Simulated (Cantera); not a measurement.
A Cantera script and what it prints.

```python
import numpy as np
import cantera as ct

gas_names = [...]  # 49 gases of nasa_gas.yaml made of B, Cl, H, N, O
cond_names = """
    B(b) B(L) BN(s) B2O3(L) B3O3H3(cr) H2O(s) H2O(L) NH4CL(a) NH4CL(b)
""".split()


# ... load() reads the species with a 1 bar reference pressure and builds the phases ...
atoms = {
    'B': {'B': 1},
    'Cl2': {'CL': 2},
    'N2': {'N': 2},
    'H2O': {'H': 2, 'O': 1},
}
top_T = {'BN(s)': 3200}  # K; cautious upper limits of use, not melting points


# ... equilibrate(T, P, feed) seeds the gas with the atoms and calls Mixture.equilibrate('TP', solver="vcs", rtol=1e-11, max_steps=5000) ...
results = []
T = 848  # K
P = 19000  # Pa
for m in [0.12, 0.17, 0.23, 0.32, 0.43, 0.6, 0.82, 1.1, 1.5, 2.1, 2.9]:
    feed = {'B': 1, 'Cl2': 0.01, 'N2': m, 'H2O': 0.021}  # mol
    mix = equilibrate(T, P, feed)
    results.append((T, P, feed, dict(zip(mix.species_names, mix.species_moles))))

top = {s: max(r[3][s] / sum(r[3][g] for g in gas_names) for r in results) for s in gas_names}
cols = sorted((s for s in top if top[s] > 1e-05), key=lambda s: -top[s])[:9]
seen = [c for c in cond_names if any(r[3].get(c, 0) > 1e-12 for r in results)]
print("log10 of partial pressures in bar; condensed amounts in mol")
print(f"{'n(N2)':>10s}" + "".join(f"{s[:9]:>10s}" for s in cols + seen))
for T, P, feed, n in results:
    ng = sum(n[g] for g in gas_names)
    print(f"{feed['N2']:10.4g}" + "".join(f"{np.log10(max(n[s] / ng * P / 1e5, 1e-99)):10.3f}" for s in cols)
          + "".join(f"{n.get(c, 0):10.4g}" for c in seen))
```

Result:

```
log10 of partial pressures in bar; condensed amounts in mol
     n(N2)        N2        H2      BCL3       HCL   B3O3CL3    B3O3H3       H2O      B(b)     BN(s)   B2O3(L)
      0.12   -21.701    -0.855    -1.424    -2.152    -2.261    -3.604   -10.085    0.7396      0.24   0.00616
      0.17   -21.701    -0.855    -1.424    -2.152    -2.261    -3.604   -10.085    0.6396      0.34   0.00616
      0.23   -21.701    -0.855    -1.424    -2.152    -2.261    -3.604   -10.085    0.5196      0.46   0.00616
      0.32   -21.701    -0.855    -1.424    -2.152    -2.261    -3.604   -10.085    0.3396      0.64   0.00616
      0.43   -21.701    -0.855    -1.424    -2.152    -2.261    -3.604   -10.085    0.1196      0.86   0.00616
       0.6    -0.832    -1.822    -8.632    -1.560    -9.469   -15.489    -4.095         0     0.986   0.00698
      0.82    -0.761    -2.236    -9.289    -1.974   -10.126   -16.146    -4.485         0     0.986  0.006979
       1.1    -0.743    -2.487    -9.674    -2.225   -10.511   -16.531    -4.731         0     0.986  0.006979
       1.5    -0.734    -2.699    -9.996    -2.436   -10.832   -16.852    -4.939         0     0.986  0.006979
       2.1    -0.730    -2.897   -10.295    -2.635   -11.132   -17.152    -5.136         0     0.986  0.006979
       2.9    -0.727    -3.069   -10.556    -2.807   -11.392   -17.413    -5.307         0     0.986  0.006979
```

Equilibrium computed with Cantera from the NASA thermochemical tables; the gas is ideal and each condensed phase is pure. N2 is the only nitrogen source here; it is nearly inert below about 1500 K, so the nitride shown seldom forms there in practice. Gases not in the tables: BHCl2.
